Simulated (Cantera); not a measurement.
Charge: 1 mol NaI, 0.51 mol H2, 1.8 mol N2, equilibrated at 1950 °C and 1000 Pa.

These are equilibrium values from Cantera (NASA tables, ideal gas, pure condensed phases), not measurements of a reactor. Candidate condensed phases: I2, Na, NaI; 16 gas species. Gases not in the tables: NaBr and NaI dimers. Kinetics and transport are ignored.

Base state: N2 0.446, Na 0.171, I 0.169, H2 0.114, NaI 0.0766, H 0.0217, HI 0.00205, NaH 4.72e-5 (mole fractions); condensed: gas only.

**Question.** What changes in the equilibrium state with this change: temperature from 1950 °C to 552 °C?

**Answer.** 
```tsv
species	before	after
N2	0.446	0.779
H2	0.114	0.221
NaI	0.0766	0.000875
Na	0.171	8.83e-8
I	0.169	2.25e-9
H	0.0217	<1e-9
NaH	4.72e-5	<1e-9
HI	0.00205	8.60e-8
NaI(s), mol	0	0.998
```

**Question.** What changes in the equilibrium state with this change: N2 from 1.8 to 120 mol?

**Answer.** 
| species | before | after |
|---|---|---|
| N2 | 0.446 | 0.978 |
| Na | 0.171 | 0.00798 |
| I | 0.169 | 0.00797 |
| NaI | 0.0766 | 0.000169 |
| H2 | 0.114 | 0.00254 |
| H | 0.0217 | 0.00323 |
| NaH | 4.72e-5 | 3.28e-7 |
| HI | 0.00205 | 1.44e-5 |

**Question.** What changes in the equilibrium state with this change: temperature from 1950 °C to 725 °C?

**Answer.** 
```tsv
species	before	after
N2	0.446	0.716
H2	0.114	0.203
NaI	0.0766	0.0817
Na	0.171	1.51e-5
I	0.169	2.77e-6
H	0.0217	9.69e-9
NaH	4.72e-5	1.86e-9
HI	0.00205	1.23e-5
NaI(l), mol	0	0.794
```
